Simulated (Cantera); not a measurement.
Feed: 1 mol SiHCl3, 0.018 mol Cl2, 42 mol H2, held at 1175 °C and 61.5 Torr.

Equilibrium computed with Cantera from the NASA thermochemical tables; the gas is ideal and each condensed phase is pure. Candidate condensed phases: Si; 19 gas species. The tables' values for SiCl3 are old estimates; treat these amounts as uncertain. Equilibrium is a limit: real reactors are often held back by kinetics, nucleation or transport.

Base state: H2 0.941, HCl 0.0503, SiCl2 0.00829, SiCl3 0.000434, SiHCl3 0.000133, SiCl4 8.33e-5, SiH2Cl2 3.30e-5, H 3.13e-5 (mole fractions); condensed: Si(s).

### Question
What changes in the equilibrium state with this change: H2 from 42 to 130 mol?

### Answer
```
species       before    after
----------  --------  -------
H2             0.941    0.978
HCl           0.0503   0.0203
SiCl2        0.00829  0.00129
SiCl4        8.33e-5  2.03e-6
SiCl3       0.000434  2.68e-5
Si(s), mol     0.605    0.823
```
